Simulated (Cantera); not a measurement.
A Cantera script and what it prints.

```python
import numpy as np
import cantera as ct

gas_names = [...]  # 110 gases of nasa_gas.yaml made of C, H, O
cond_names = """
    C(gr) C6H6(L) C7H8(L) C8H18(L),n-octa H2O(s) H2O(L)
""".split()


# ... load() reads the species with a 1 bar reference pressure and builds the phases ...
atoms = {
    'C2H2': {'C': 2, 'H': 2},
    'CO2': {'C': 1, 'O': 2},
    'H2': {'H': 2},
}
top_T = {'C(gr)': 4500}  # K; cautious upper limits of use, not melting points


# ... equilibrate(T, P, feed) seeds the gas with the atoms and calls Mixture.equilibrate('TP', solver="vcs", rtol=1e-11, max_steps=5000) ...
results = []
T = 2650  # K
P = 100000  # Pa
for m in [0.92, 1.5, 2.3, 3.6, 5.7, 9.1, 14, 23, 36]:
    feed = {'C2H2': 1, 'CO2': 1.2, 'H2': m}  # mol
    mix = equilibrate(T, P, feed)
    results.append((T, P, feed, dict(zip(mix.species_names, mix.species_moles))))

top = {s: max(r[3][s] / sum(r[3][g] for g in gas_names) for r in results) for s in gas_names}
cols = sorted((s for s in top if top[s] > 0.001), key=lambda s: -top[s])[:8]
seen = [c for c in cond_names if any(r[3].get(c, 0) > 1e-12 for r in results)]
print("log10 of partial pressures in bar; condensed amounts in mol")
print(f"{'n(H2)':>10s}" + "".join(f"{s[:9]:>10s}" for s in cols + seen))
for T, P, feed, n in results:
    ng = sum(n[g] for g in gas_names)
    print(f"{feed['H2']:10.4g}" + "".join(f"{np.log10(max(n[s] / ng * P / 1e5, 1e-99)):10.3f}" for s in cols)
          + "".join(f"{n.get(c, 0):10.4g}" for c in seen))
```

It prints:

```
log10 of partial pressures in bar; condensed amounts in mol
     n(H2)        H2        CO         H C2H2,acet     C(gr)
      0.92    -0.383    -0.262    -1.520    -2.090    0.7266
       1.5    -0.322    -0.317    -1.490    -2.029    0.7042
       2.3    -0.267    -0.383    -1.463    -1.974    0.6733
       3.6    -0.212    -0.473    -1.435    -1.919    0.6231
       5.7    -0.162    -0.587    -1.410    -1.869    0.5419
       9.1    -0.122    -0.726    -1.390    -1.829    0.4104
        14    -0.093    -0.870    -1.376    -1.801    0.2209
        23    -0.069    -1.051    -1.364    -1.841         0
        36    -0.052    -1.225    -1.355    -2.013         0
```

Cantera equilibrium calculation (NASA polynomials, part measured and part estimated; ideal gas, pure solids and liquids).
